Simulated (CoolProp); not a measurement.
n-butane along the isobar 0.101 MPa: density (kg/m³) from the reference equation and from simpler models built on Tc = 152.0 °C, pc = 3.796 MPa, ω = 0.201; each cubic takes its own stable root.

Computed with CoolProp (reference Helmholtz-energy equation of state, Bücker 2006).

```json
[
 {"T (°C)": "-26.55", "phase": "liquid", "reference": "628.5"},
 {"T (°C)": "-14.15", "phase": "liquid", "reference": "615.7"},
 {"T (°C)": "-1.85", "phase": "liquid", "reference": "602.7"},
 {"T (°C)": "10.45", "phase": "gas", "reference": "2.582"},
 {"T (°C)": "22.75", "phase": "gas", "reference": "2.462"},
 {"T (°C)": "35.05", "phase": "gas", "reference": "2.354"},
 {"T (°C)": "47.35", "phase": "gas", "reference": "2.256"},
 {"T (°C)": "59.65", "phase": "gas", "reference": "2.166"},
 {"T (°C)": "71.95", "phase": "gas", "reference": "2.084"}
]
```

Task: How far does each simpler model (van der Waals, Redlich-Kwong, Soave-Redlich-Kwong, Peng-Robinson) lie from the reference over these 9 states: mean and median of the absolute difference, and the worst?

Result: 
- van der Waals: mean 33.8 %, median 1.2 %, worst -99.6 % at -1.85 °C and 0.101 MPa
- Redlich-Kwong: mean 13.2 %, median 0.6 %, worst -99.6 % at -1.85 °C and 0.101 MPa
- Soave-Redlich-Kwong: mean 2.4 %, median 0.4 %, worst -6.7 % at -1.85 °C and 0.101 MPa
- Peng-Robinson: mean 1.9 %, median 0.2 %, worst +5.4 % at -1.85 °C and 0.101 MPa

At some of these states van der Waals, Redlich-Kwong gives the other phase, because its saturation line lies elsewhere.
